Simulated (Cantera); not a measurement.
## Catalytic stagnation flow on Pt

A jet of H2 : O2 : N2 = 0.018 : 0.079 : 0.79 (molar parts) at 300 K and 285 Torr hits a platinum plate 2.5 cm away at a mass flux of 0.035 kg/m²/s; the plate temperature is set and raised in steps from an oxygen-covered start.

Model: Deutschmann's 1995 Pt surface mechanism with GRI-Mech 3.0 gas chemistry, integrated in Cantera. Catalytic surfaces can have several steady states; this one follows from the mechanism file's or the stated starting coverage.

```
plate T (K)  wall x H2  wall x O2  wall x H2O  wall x OH  θ free Pt   θ O*    θ OH*
-----------  ---------  ---------  ----------  ---------  ---------  -----  -------
700            0.00102     0.0688      0.0365      <1e-8     0.0318  0.964  0.00405
750           0.000802     0.0686      0.0367      <1e-8     0.0429  0.954  0.00340
800           0.000531     0.0684      0.0370      <1e-8     0.0676  0.929  0.00318
850           0.000359     0.0683      0.0371      <1e-8      0.106  0.891  0.00303
900           0.000254     0.0683      0.0371    2.36e-8      0.155  0.842  0.00285
950           0.000194     0.0683      0.0370    6.36e-8      0.211  0.787  0.00262
1000          0.000156     0.0683      0.0370    1.57e-7      0.271  0.727  0.00237
```
x: mole fraction at the wall; θ: surface coverage.
